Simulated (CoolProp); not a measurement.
Model: reference Helmholtz-energy equation of state, Lemmon 2006, in CoolProp. It is a short technical equation, of lower accuracy than the large ones.

Give the vapour pressure (MPa), vapour density (kg/m³), liquid cp (kJ/(kg K)), liquid conductivity (mW/(m K)) of saturated C3F8 (R218) at 15.85 °C.


| T (°C) | p (MPa) | vapour density (kg/m³) | liquid cp (kJ/(kg K)) | liquid conductivity (mW/(m K)) |
|---|---|---|---|---|
| 15.85 | 0.673 | 65.3 | 1.13 | 47.7 |

Thermal conductivity comes from a separate model (Huber 2003), an estimate that may be off by 10 % or more.
